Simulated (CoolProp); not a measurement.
Model: reference Helmholtz-energy equation of state, Fiedler 2023, in CoolProp.

Task: Give the vapour pressure (MPa), vapour density (kg/m³), enthalpy of vaporisation (kJ/kg) of saturated tetrahydrofuran at 377.1 K.

Result: 
```
T (K)  p (MPa)  vapour density (kg/m³)  enthalpy of vaporisation (kJ/kg)
-----  -------  ----------------------  --------------------------------
377.1    0.301                    7.40                               386
```
